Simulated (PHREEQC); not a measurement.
Make-up at 25 °C: 0.02 mol/kgw HCl, 0.14 mol/kgw FeSO4 and 0.0045 mol/kgw MnSO4. Closed to the air; pH follows from the charge balance.

All values are PHREEQC results (ion-association model, phreeqc.dat), not measurements.

```yaml
pH: 2.31
ionic_strength: 0.313 mol/kgw
specific_conductance: 14200 µS/cm
density: 1.018 g/cm³
total_alkalinity: -20.0 meq/kg
```

```
species  molality  activity   log γ
-------  --------  --------  ------
Fe+2       0.0760    0.0218  -0.543
SO4-2      0.0682    0.0168  -0.607
FeSO4      0.0606    0.0651   0.031
Cl-        0.0194    0.0132  -0.166
HSO4-      0.0109   0.00798  -0.135
H+        0.00625   0.00488  -0.108
FeHSO4+   0.00285   0.00209  -0.135
Mn+2      0.00247  0.000709  -0.543
MnSO4     0.00197   0.00212   0.031
FeCl+    0.000543  0.000398  -0.135
MnCl+     5.38e-5   3.82e-5  -0.149
```

No solid was allowed to form.
